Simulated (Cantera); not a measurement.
A closed system holds: 1 mol Fe₃O₄, 57 mol H₂, 2 mol H₂O, at 2198 K.

These are equilibrium values from Cantera (NASA tables, ideal gas, pure condensed phases), not measurements of a reactor. Candidate condensed phases: Fe, FeO, Fe(OH)₂, Fe(OH)₃, Fe₂O₃, Fe₃O₄, H₂O; 12 gas species. Equilibrium is a limit: real reactors are often held back by kinetics, nucleation or transport.

x: gas mole fraction; n: condensed amount in mol.

```csv
P (Pa),x H₂,x H,x H₂O,x Fe,x OH,n Fe(l)
10,0.494,0.391,0.0653,0.0384,…,0
100,0.717,0.149,0.0863,0.0445,…,0
1000,0.809,0.0501,0.0933,0.0470,…,0
10000,0.858,0.0163,0.0977,0.0272,…,1.33
100000,0.891,0.00526,0.101,0.00272,…,2.84
1000000,0.896,0.00167,0.102,0.000272,…,2.98
```

Question: Fill in the missing entries.

Answer: 
- 10, x OH: 0.00720
- 100, x OH: 0.00250
- 1000, x OH: 0.000804
- 10000, x OH: 0.000258
- 100000, x OH: 8.29e-5
- 1000000, x OH: 2.63e-5
